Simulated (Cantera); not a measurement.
Feed: 1 mol Fe(CO)5, a varied amount of N2, held at 4200 Pa.

Method: chemical equilibrium by Gibbs-energy minimisation in Cantera with the NASA 1993 tables (ideal gas, pure condensed phases). Candidate condensed phases: C, Fe, Fe(CO)5, FeO, Fe2O3, Fe3O4; 27 gas species. Condensed phases not in the tables: cementite and carbon dissolved in iron. Rates play no part.

Problem. What condenses at these points (T in K, n(N2) in mol): (1223, 54); (1223, 26); (1173, 2.9); (1023, 6.1); (1273, 54)?

Solution. 
| T (K) | n(N2) in mol | condensed phases | Fe condensed (%) |
|---|---|---|---|
| 1223 | 54 | Fe | 100.0 |
| 1223 | 26 | Fe | 100.0 |
| 1173 | 2.9 | C + Fe | 100.0 |
| 1023 | 6.1 | C + Fe | 100.0 |
| 1273 | 54 | Fe | 100.0 |
